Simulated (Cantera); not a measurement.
A freely propagating, adiabatic, planar premixed flame of H2 : O2 : N2 = 1 : 0.769 : 2.89 (molar parts), unburnt at 400 K and 170000 Pa; mixture-averaged transport, grid criteria slope 0.08 and curve 0.16, no radiation.

Cantera simulation using the H2/O2 subset of GRI-Mech 3.0, which has no nitrogen chemistry; the numbers are that mechanism's predictions, not measurements. Burning velocities carry a grid error of a few per cent, more on coarse grids. Lean hydrogen flames are cellular in practice and burn faster than this planar one.

x: mole fraction of selected species; z is measured from the peak of heat release.

| z (mm) | T (K) | u (m/s) | x H2 | x O2 | x O | x H2O | x HO2 | x H |
|---|---|---|---|---|---|---|---|---|
| -0.595 | 400 | 1.63 | 0.215 | 0.165 | <1e-8 | 4.23e-8 | <1e-8 | <1e-8 |
| -0.396 | 400 | 1.63 | 0.214 | 0.165 | <1e-8 | 1.53e-6 | 2.49e-8 | <1e-8 |
| -0.297 | 400 | 1.63 | 0.212 | 0.166 | <1e-8 | 1.33e-5 | 2.50e-7 | <1e-8 |
| -0.198 | 405 | 1.63 | 0.205 | 0.167 | ___ | 0.000197 | 4.75e-6 | <1e-8 |
| -0.0991 | 500 | 1.94 | 0.168 | 0.171 | ___ | 0.00866 | 0.000314 | 1.23e-5 |
| -0.0496 | 801 | 3.02 | 0.123 | 0.160 | ___ | 0.0461 | 0.000409 | 0.00117 |
| 0 | 1179 | 4.37 | 0.0708 | 0.130 | ___ | 0.111 | 0.000197 | 0.00634 |
| 0.0496 | 1447 | 5.34 | 0.0325 | 0.0961 | ___ | 0.168 | 0.000111 | 0.0104 |
| 0.0991 | 1601 | 5.90 | 0.0163 | 0.0789 | ___ | 0.195 | 7.32e-5 | 0.00982 |
| 0.198 | 1753 | 6.43 | 0.00845 | 0.0703 | ___ | 0.212 | 4.39e-5 | 0.00583 |
| 0.396 | 1867 | 6.82 | 0.00473 | 0.0679 | ___ | 0.222 | 2.33e-5 | 0.00224 |
| 0.793 | 1935 | 7.04 | 0.00207 | 0.0673 | ___ | 0.228 | 1.03e-5 | 0.000596 |
| 1.59 | 1967 | 7.14 | 0.000732 | 0.0675 | ___ | 0.232 | 4.25e-6 | 0.000122 |

**Question.** Complete the blanks.

**Answer.** 
- -0.198, x O: 6.68e-8
- -0.0991, x O: 6.03e-6
- -0.0496, x O: 0.000228
- 0, x O: 0.00220
- 0.0496, x O: 0.00544
- 0.0991, x O: 0.00672
- 0.198, x O: 0.00560
- 0.396, x O: 0.00314
- 0.793, x O: 0.00134
- 1.59, x O: 0.000473
